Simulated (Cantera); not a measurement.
Cantera run:

```python
import numpy as np
import cantera as ct

gas_names = """
    H HI H2 I I2
""".split()
cond_names = """
    I2(cr) I2(L)
""".split()


# ... load() reads the species with a 1 bar reference pressure and builds the phases ...
atoms = {
    'HI': {'H': 1, 'I': 1},
    'H2': {'H': 2},
}
top_T = {}  # K; cautious upper limits of use, not melting points


# ... equilibrate(T, P, feed) seeds the gas with the atoms and calls Mixture.equilibrate('TP', solver="vcs", rtol=1e-11, max_steps=5000) ...
results = []
feed = {'HI': 1, 'H2': 9.6}  # mol
P = 32000  # Pa
for T in [1673, 1748, 1823, 1898, 1973, 2048, 2123, 2198, 2273, 2348, 2423, 2498, 2573]:
    mix = equilibrate(T, P, feed)
    results.append((T, P, feed, dict(zip(mix.species_names, mix.species_moles))))

top = {s: max(r[3][s] / sum(r[3][g] for g in gas_names) for r in results) for s in gas_names}
cols = sorted((s for s in top if top[s] > 0.001), key=lambda s: -top[s])[:6]
seen = [c for c in cond_names if any(r[3].get(c, 0) > 1e-12 for r in results)]
print("log10 of partial pressures in bar; condensed amounts in mol")
print(f"{'T/K':>10s}" + "".join(f"{s[:9]:>10s}" for s in cols + seen))
for T, P, feed, n in results:
    ng = sum(n[g] for g in gas_names)
    print(f"{T:10.4g}" + "".join(f"{np.log10(max(n[s] / ng * P / 1e5, 1e-99)):10.3f}" for s in cols)
          + "".join(f"{n.get(c, 0):10.4g}" for c in seen))
```

Result:

```
log10 of partial pressures in bar; condensed amounts in mol
       T/K        H2         I         H        HI
      1673    -0.537    -1.807    -4.212    -1.861
      1748    -0.537    -1.759    -3.910    -1.926
      1823    -0.537    -1.720    -3.632    -1.992
      1898    -0.537    -1.690    -3.375    -2.059
      1973    -0.537    -1.666    -3.139    -2.124
      2048    -0.538    -1.647    -2.919    -2.189
      2123    -0.539    -1.631    -2.715    -2.251
      2198    -0.540    -1.619    -2.524    -2.312
      2273    -0.543    -1.610    -2.347    -2.371
      2348    -0.546    -1.603    -2.181    -2.429
      2423    -0.550    -1.597    -2.026    -2.485
      2498    -0.555    -1.594    -1.881    -2.540
      2573    -0.562    -1.592    -1.745    -2.595
```

Cantera equilibrium calculation (NASA polynomials, part measured and part estimated; ideal gas, pure solids and liquids).
